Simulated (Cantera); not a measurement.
A closed system holds: 1 mol toluene, 0.037 mol CO₂, 5.9 mol H₂.

Points: T (K) = 875, 925, 975, 1025, 1075, 1125, 1175, 1225, 1275, 1325; P (Pa) = 10, 72, 520, 3700, 27000, 190000, 1.4e+06, 1e+07.

Cantera's Mixture.equilibrate('TP', solver="vcs", rtol=1e-11, max_steps=5000) on the NASA tables stopped like this:

```
ERROR: FAILURE its = 5001!

*******************************************************************************
CanteraError thrown by MultiPhase::equilibrate:
VCS solver failed. Return code: -1
*******************************************************************************
```

**Question.** What got this run through?

**Answer.** This is not unique; one that fits is The failure is numerical, not chemical. The same input converged with solver="gibbs", rtol=1e-10, max_steps=50000, and the result passed a check of the equilibrium conditions:
```
    875         10  C(gr)
    925         10  C(gr)
    975         10  C(gr)
   1025         10  C(gr)
   1075         10  C(gr)
   1125         10  C(gr)
   1175         10  C(gr)
   1225         10  C(gr)
   1275         10  C(gr)
   1325         10  C(gr)
    875         72  C(gr)
    925         72  C(gr)
    975         72  C(gr)
   1025         72  C(gr)
   1075         72  C(gr)
   1125         72  C(gr)
   1175         72  C(gr)
   1225         72  C(gr)
   1275         72  C(gr)
   1325         72  C(gr)
    875        520  C(gr)
    925        520  C(gr)
    975        520  C(gr)
   1025        520  C(gr)
   1075        520  C(gr)
   1125        520  C(gr)
   1175        520  C(gr)
   1225        520  C(gr)
   1275        520  C(gr)
   1325        520  C(gr)
    875       3700  C(gr)
    925       3700  C(gr)
    975       3700  C(gr)
   1025       3700  C(gr)
   1075       3700  C(gr)
   1125       3700  C(gr)
   1175       3700  C(gr)
   1225       3700  C(gr)
   1275       3700  C(gr)
   1325       3700  C(gr)
    875    2.7e+04  C(gr)
    925    2.7e+04  C(gr)
    975    2.7e+04  C(gr)
   1025    2.7e+04  C(gr)
   1075    2.7e+04  C(gr)
   1125    2.7e+04  C(gr)
   1175    2.7e+04  C(gr)
   1225    2.7e+04  C(gr)
   1275    2.7e+04  C(gr)
   1325    2.7e+04  C(gr)
    875    1.9e+05  C(gr)
    925    1.9e+05  C(gr)
    975    1.9e+05  C(gr)
   1025    1.9e+05  C(gr)
   1075    1.9e+05  C(gr)
   1125    1.9e+05  C(gr)
   1175    1.9e+05  C(gr)
   1225    1.9e+05  C(gr)
   1275    1.9e+05  C(gr)
   1325    1.9e+05  C(gr)
    875    1.4e+06  C(gr)
    925    1.4e+06  C(gr)
    975    1.4e+06  C(gr)
   1025    1.4e+06  C(gr)
   1075    1.4e+06  C(gr)
   1125    1.4e+06  C(gr)
   1175    1.4e+06  C(gr)
   1225    1.4e+06  C(gr)
   1275    1.4e+06  C(gr)
   1325    1.4e+06  C(gr)
    875      1e+07  C(gr)
    925      1e+07  C(gr)
    975      1e+07  C(gr)
   1025      1e+07  C(gr)
   1075      1e+07  C(gr)
   1125      1e+07  C(gr)
   1175      1e+07  C(gr)
   1225      1e+07  C(gr)
   1275      1e+07  C(gr)
   1325      1e+07  C(gr)
```

The gas is ideal and each condensed phase is pure. The ideal-gas law is rough above about 30 bar.
